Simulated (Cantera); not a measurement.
**Stirred combustor or abatement burner**

A perfectly stirred reactor is fed with CO : H₂ : O₂ : N₂ = 1 : 0.22 : 0.407 : 1.53 (molar parts), at 0.490 bar; it is adiabatic with a 325 K inlet, and is followed from long to short residence time, starting on the burning branch (τ in s: 0.23, 0.088, 0.033, 0.013, 0.0049, 0.0018, 0.00071, 0.00027, 0.0001, 3.9e-05, 1.5e-05).

Detailed kinetics in Cantera: GRI-Mech 3.0 (53 species, 325 reactions).

```tsv
τ (s)	T (K)	x CO	x H₂	x O₂	x H	x H₂O	x N₂O
0.23	2302	0.145	0.00819	0.00219	0.00234	0.0686	3.43e-8
0.088	2267	0.148	0.00847	0.00366	0.00330	0.0672	3.47e-8
0.033	2204	0.152	0.00900	0.00640	0.00515	0.0647	3.45e-8
0.013	2111	0.158	0.00979	0.0102	0.00824	0.0613	3.47e-8
0.0049	1981	0.165	0.0108	0.0148	0.0137	0.0563	3.49e-8
0.0018	1818	0.170	0.0118	0.0195	0.0228	0.0499	3.39e-8
0.00071	1645	0.174	0.0122	0.0238	0.0345	0.0432	3.21e-8
0.00027	1438	0.186	0.0117	0.0326	0.0436	0.0387	3.17e-8
0.00010	325	0.317	0.0697	0.129	<1e-12	<1e-12	<1e-12
3.9e-5	325	0.317	0.0697	0.129	<1e-12	<1e-12	<1e-12
1.5e-5	325	0.317	0.0697	0.129	<1e-12	<1e-12	<1e-12
```
x: mole fraction; the columns are a selection and need not sum to one.
